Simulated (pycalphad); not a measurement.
Computed with pycalphad from the COST 507 light-alloy database (1999), at 1 atm. The database dates from 1999; later assessments differ in places, in temperatures and in the compounds included. Phase fractions are per mole of atoms. Diffusion is slow at the low end, where real alloys seldom reach equilibrium.

Q: Give the equilibrium state of Ti-5.42Hf-1.94B (at.%) at 327 °C.

A: hcp, fraction 0.961, with 5.6 Hf, 0.01 B at.%; BM, fraction 0.039, with 0.11 Hf, 50.0 B at.%.

Q: Give the equilibrium state of Ti-5.42Hf-1.94B (at.%) at 877 °C.

A: 
```
T = 1150.00 K, P = 101325 Pa, N = 1 mol of atoms
G = -60247 J/mol, H = 26819 J/mol, S = 75.71 J/(mol K)  (SER reference)
chemical potentials (J/mol): Ti -55520, Hf -97730, B -181226
phase             fraction      x(Ti)      x(Hf)       x(B)
BCC_A2              0.9632     0.9428     0.0561     0.0010
BM                  0.0368     0.4967     0.0033     0.5000
```

Database names, with the compositions (at.%) that they take in these runs: BM: Ti 49 B 50 Hf 0. BCC_A2 is bcc.
